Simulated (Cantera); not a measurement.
# Pyrogenic steam for wet oxidation

An isothermal, constant-pressure homogeneous reactor starts with 27.7 % H2, 15.4 % O2, 56.9 % N2, equivalence ratio 0.90, at 1125 K and 0.138 atm.

Model: the H2/O2 subset of GRI-Mech 3.0, which has no nitrogen chemistry, integrated in Cantera. The temperature is held fixed by assumption; the heat of reaction is taken as removed at once.

| t (s) | x H2 | x O2 | x H | x H2O | x O | x HO2 | x H2O2 |
|---|---|---|---|---|---|---|---|
| 0.000900 | 0.0277 | 0.0393 | 0.0507 | 0.249 | 0.00652 | 1.02e-5 | 1.11e-6 |
| 0.00296 | 0.00724 | 0.0217 | 0.00422 | 0.309 | 0.000814 | 6.23e-6 | 1.48e-6 |
| 0.00971 | 0.00106 | 0.0183 | 0.000180 | 0.320 | 8.77e-5 | 3.94e-6 | 1.14e-6 |
| 0.0319 | 0.000107 | 0.0179 | 5.48e-6 | 0.321 | 7.97e-6 | 1.11e-6 | 3.38e-7 |
| 0.105 | 1.08e-5 | 0.0179 | 2.00e-7 | 0.321 | 9.05e-7 | 1.52e-7 | 6.79e-8 |
| 0.344 | 1.47e-6 | 0.0179 | 1.21e-8 | 0.321 | 1.52e-7 | 2.37e-8 | 1.43e-8 |
| 1.13 | 2.96e-7 | 0.0179 | 1.23e-9 | 0.321 | 3.46e-8 | 5.21e-9 | 3.60e-9 |
| 3.71 | 7.77e-8 | 0.0179 | 1.74e-10 | 0.321 | 9.51e-9 | 1.64e-9 | 1.03e-9 |
| 12.2 | 2.63e-8 | 0.0179 | 3.43e-11 | 0.321 | 3.13e-9 | 9.73e-10 | 3.49e-10 |
| 40.0 | 1.61e-8 | 0.0179 | 1.58e-11 | 0.321 | 1.74e-9 | 9.48e-10 | 1.97e-10 |
x: mole fraction; the columns are a selection and need not sum to one.

Equilibrium at this temperature and pressure: H2 1.56e-8, O2 0.0179, H 1.49e-11, H2O 0.321, O 1.66e-9, HO2 9.51e-10, H2O2 1.88e-10 (gas phase only).
